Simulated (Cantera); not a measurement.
Reactions in the system Fe-H-O-S

Standard-state values (1 bar) from the NASA 1993 polynomials, evaluated with Cantera. Values are per mole of reaction as written; species without (g) are pure solids or liquids, kept so even where they would boil at 1 bar.

3 H₂S(g) + 2 Fe₂O₃ + 2 OH(g) = 4 Fe(OH)₂ + 3 S

```json
[
 {"T (K)": "575", "ΔH° (kJ)": "-628.2", "ΔS° (J/K)": "-630.0", "ΔG° (kJ)": "-266.0", "log10 K": "24.16"},
 {"T (K)": "600", "ΔH° (kJ)": "-625.8", "ΔS° (J/K)": "-625.9", "ΔG° (kJ)": "-250.3", "log10 K": "21.79"},
 {"T (K)": "625", "ΔH° (kJ)": "-623.5", "ΔS° (J/K)": "-622.2", "ΔG° (kJ)": "-234.7", "log10 K": "19.61"},
 {"T (K)": "650", "ΔH° (kJ)": "-621.5", "ΔS° (J/K)": "-618.9", "ΔG° (kJ)": "-219.2", "log10 K": "17.61"},
 {"T (K)": "675", "ΔH° (kJ)": "-619.5", "ΔS° (J/K)": "-616.0", "ΔG° (kJ)": "-203.7", "log10 K": "15.77"},
 {"T (K)": "700", "ΔH° (kJ)": "-617.8", "ΔS° (J/K)": "-613.4", "ΔG° (kJ)": "-188.4", "log10 K": "14.06"},
 {"T (K)": "725", "ΔH° (kJ)": "-616.1", "ΔS° (J/K)": "-611.1", "ΔG° (kJ)": "-173.1", "log10 K": "12.47"},
 {"T (K)": "750", "ΔH° (kJ)": "-614.6", "ΔS° (J/K)": "-609.0", "ΔG° (kJ)": "-157.8", "log10 K": "10.99"},
 {"T (K)": "775", "ΔH° (kJ)": "-613.1", "ΔS° (J/K)": "-607.1", "ΔG° (kJ)": "-142.6", "log10 K": "9.61"}
]
```

SO₂(g) + 6 Fe(OH)₂ = H₂S(g) + 3 Fe₂O₃ + 5 H₂O(g)

| T (K) | ΔH° (kJ) | ΔS° (J/K) | ΔG° (kJ) | log10 K |
|---|---|---|---|---|
| 575 | 11.6 | 578.7 | -321.2 | 29.17 |
| 600 | 9.7 | 575.6 | -335.6 | 29.22 |
| 625 | 8.0 | 572.6 | -349.9 | 29.25 |
| 650 | 6.3 | 570.0 | -364.2 | 29.27 |
| 675 | 4.6 | 567.5 | -378.4 | 29.29 |
| 700 | 3.1 | 565.3 | -392.6 | 29.30 |
| 725 | 1.7 | 563.3 | -406.7 | 29.30 |
| 750 | 0.3 | 561.5 | -420.8 | 29.30 |
| 775 | -0.9 | 559.8 | -434.8 | 29.30 |
